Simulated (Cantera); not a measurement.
A freely propagating, adiabatic, planar premixed flame of CH₄ : O₂ : N₂ = 1 : 1.54 : 4.31 (molar parts), unburnt at 648 K and 0.400 bar; mixture-averaged transport, grid criteria slope 0.08 and curve 0.16, no radiation.

Model: GRI-Mech 3.0 (53 species, 325 reactions), integrated in Cantera. Burning velocities carry a grid error of a few per cent, more on coarse grids.

x: mole fraction of selected species; z is measured from the peak of heat release.

| z (mm) | T (K) | u (m/s) | x CH₄ | x O₂ | x HCO | x CH₃ | x NO | x H₂O |
|---|---|---|---|---|---|---|---|---|
| -1.82 | 648 | 2.13 | 0.146 | 0.224 | <1e-8 | 1.06e-7 | <1e-8 | 2.19e-5 |
| -1.21 | 650 | 2.15 | 0.145 | 0.223 | <1e-8 | 1.60e-6 | <1e-8 | 0.000277 |
| -0.910 | 657 | 2.19 | 0.143 | 0.222 | <1e-8 | 9.18e-6 | (withheld) | 0.00144 |
| -0.607 | 728 | 2.45 | 0.136 | 0.215 | 1.05e-8 | 8.09e-5 | (withheld) | 0.0102 |
| -0.303 | 1179 | 4.09 | 0.0950 | 0.173 | 4.87e-6 | 0.00217 | (withheld) | 0.0614 |
| -0.152 | 1618 | 5.73 | 0.0513 | 0.121 | 5.91e-5 | 0.00730 | (withheld) | 0.113 |
| 0 | 2010 | 7.24 | 0.0147 | 0.0646 | 0.000137 | 0.00720 | (withheld) | 0.163 |
| 0.152 | 2211 | 8.01 | 0.00215 | 0.0293 | 8.09e-5 | 0.00226 | (withheld) | 0.190 |
| 0.303 | 2271 | 8.22 | 0.000207 | 0.0140 | 1.74e-5 | 0.000332 | (withheld) | 0.200 |
| 0.607 | 2295 | 8.28 | 1.58e-6 | 0.00627 | 3.14e-7 | 3.40e-6 | (withheld) | 0.202 |
| 1.21 | 2310 | 8.31 | <1e-8 | 0.00476 | 8.30e-8 | <1e-8 | (withheld) | 0.201 |
| 2.43 | 2331 | 8.37 | <1e-8 | 0.00426 | 7.63e-8 | <1e-8 | (withheld) | 0.202 |
| 4.85 | 2362 | 8.46 | <1e-8 | 0.00363 | 6.74e-8 | <1e-8 | (withheld) | 0.205 |

### Question
Some entries are withheld; supply them.

### Answer

- -0.910, x NO: 3.41e-8
- -0.607, x NO: 4.04e-7
- -0.303, x NO: 4.33e-6
- -0.152, x NO: 1.09e-5
- 0, x NO: 2.39e-5
- 0.152, x NO: 4.45e-5
- 0.303, x NO: 6.53e-5
- 0.607, x NO: 8.84e-5
- 1.21, x NO: 0.000102
- 2.43, x NO: 0.000113
- 4.85, x NO: 0.000134
